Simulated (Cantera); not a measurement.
**Equilibrium for sublimation and decomposition of ceramics: BN + N2**

Input: 1 mol BN, 1.1 mol N2, equilibrated at 8.10 mbar.

These are equilibrium values from Cantera (NASA tables, ideal gas, pure condensed phases), not measurements of a reactor. Candidate condensed phases: B, BN; 5 gas species. Kinetics and transport are ignored.

From 1502 °C to 2002 °C the condensed part is BN(s). From 2102 °C to 2302 °C the condensed part is B(l).

```
T (°C)   x N2       x B      x BN       x N      x B2  n BN(s)  n B(l)
------  -----  --------  --------  --------  --------  -------  ------
1502     1.00   4.36e-9  8.33e-10  2.59e-10    <1e-12     1.00       0
1602     1.00   7.95e-8   1.11e-8   1.46e-9    <1e-12     1.00       0
1702    1.000   1.08e-6   1.14e-7   6.96e-9    <1e-12    1.000       0
1802    1.000   1.13e-5   9.24e-7   2.85e-8  4.18e-11    1.000       0
1902    1.000   9.56e-5   6.18e-6   1.02e-7   1.36e-9    1.000       0
2002    0.999  0.000667   3.49e-5   3.29e-7   3.23e-8    0.999       0
2102    0.997   0.00302  0.000130   9.59e-7   3.44e-7        0   0.995
2202    0.991   0.00840  0.000301   2.56e-6   1.45e-6        0   0.986
2302    0.978    0.0215  0.000650   6.30e-6   5.44e-6        0   0.964
```
x: gas mole fraction; n: condensed amount in mol.
